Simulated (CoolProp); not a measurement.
A simple Rankine cycle with n-heptane: condensing at 295.15 K, boiler at 0.114 MPa, turbine inlet 377.7 K, turbine efficiency 0.85, pump efficiency 0.8, no recuperator. Each further row changes one setting.

Values from CoolProp's reference Helmholtz-energy equation of state, Span 2003. It is a short technical equation, of lower accuracy than the large ones.

```json
[
 {"case": "as stated", "thermal efficiency (%)": "14.6", "net work (kJ/kg)": "74.8", "heat in (kJ/kg)": "511", "turbine exit temperature (K)": "335.2", "volume ratio over the turbine": "20.4"},
 {"case": "turbine inlet 397.7 K", "thermal efficiency (%)": "14.4", "net work (kJ/kg)": "79.4", "heat in (kJ/kg)": "553", "turbine exit temperature (K)": "355.2", "volume ratio over the turbine": "20.3"},
 {"case": "condensing temperature 287.15 K", "thermal efficiency (%)": "16.0", "net work (kJ/kg)": "84.4", "heat in (kJ/kg)": "529", "turbine exit temperature (K)": "329.7", "volume ratio over the turbine": "30.7"},
 {"case": "boiler pressure 0.0798 MPa", "thermal efficiency (%)": "13.1", "net work (kJ/kg)": "67.1", "heat in (kJ/kg)": "513", "turbine exit temperature (K)": "340.5", "volume ratio over the turbine": "14.2"},
 {"case": "turbine efficiency 0.75", "thermal efficiency (%)": "12.9", "net work (kJ/kg)": "66.0", "heat in (kJ/kg)": "511", "turbine exit temperature (K)": "340.0", "volume ratio over the turbine": "20.7"}
]
```
